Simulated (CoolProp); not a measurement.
Vapour-liquid equilibrium of R245fa (1) + isopentane (2) at 89.5 kPa; x and y are mole fractions of (1).

Values from CoolProp's multi-fluid Helmholtz-energy mixture model, Akasaka 2015 and Lemmon 2006; pair parameters Bell 2016.

| x | bubble temperature, mixture model (K) | bubble temperature, Raoult's law (K) | y, mixture model | y, Raoult's law |
|---|---|---|---|---|
| 0.05 | 290.8 | 296.6 | 0.245 | 0.078 |
| 0.15 | 283.3 | 295.0 | 0.478 | 0.221 |
| 0.25 | 279.9 | 293.5 | 0.576 | 0.349 |
| 0.35 | 278.4 | 292.2 | 0.622 | 0.463 |
| 0.45 | 277.8 | 290.9 | 0.641 | 0.567 |
| 0.55 | 277.7 | 289.7 | 0.648 | 0.661 |
| 0.65 | 277.7 | 288.6 | 0.649 | 0.747 |
| 0.75 | 277.7 | 287.5 | 0.654 | 0.827 |
| 0.85 | 278.2 | 286.5 | 0.682 | 0.900 |
| 0.95 | 281.0 | 285.6 | 0.810 | 0.968 |

The largest gap from Raoult's law is -13.8 K in bubble temperature, at x = 0.35. y crosses x between x = 0.55 and 0.65: the model has an azeotrope there.

Pair parameters are fitted to limited data, so mixtures are less certain than the pure fluids. With so large a gap from Raoult's law the liquid may split in two, which this calculation doesn't test in full.
